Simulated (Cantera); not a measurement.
Feed: 1 mol Si, a varied amount of HF, 21 mol H₂, at 425 °C and 0.00300 bar.

Cantera equilibrium calculation (NASA polynomials, part measured and part estimated; ideal gas, pure solids and liquids). Candidate condensed phases: Si; 25 gas species. The numbers say what is thermodynamically allowed, not how fast it happens.

x: gas mole fraction; n: condensed amount in mol.

| n(HF) (mol) | x H₂ | x HF | x SiF₄ | x SiHF₃ | n Si(s) |
|---|---|---|---|---|---|
| 1.7 | 0.981 | 3.85e-8 | 0.0185 | 0.000808 | 0.570 |
| 2.4 | 0.973 | 4.16e-8 | 0.0255 | 0.00103 | 0.394 |
| 3.4 | 0.964 | 4.48e-8 | 0.0351 | 0.00130 | 0.142 |
| 4.8 | 0.927 | (withheld) | 0.0403 | (withheld) | 0 |
| 6.7 | 0.861 | (withheld) | 0.0375 | (withheld) | 0 |
| 9.4 | 0.782 | 0.184 | 0.0340 | 2.49e-10 | 0 |
| 13 | 0.697 | 0.273 | 0.0303 | 1.33e-10 | 0 |

Fill in the missing entries.


- 6.7, x HF: 0.101
- 6.7, x SiHF₃: 5.48e-10
- 4.8, x HF: 0.0323
- 4.8, x SiHF₃: 1.99e-9
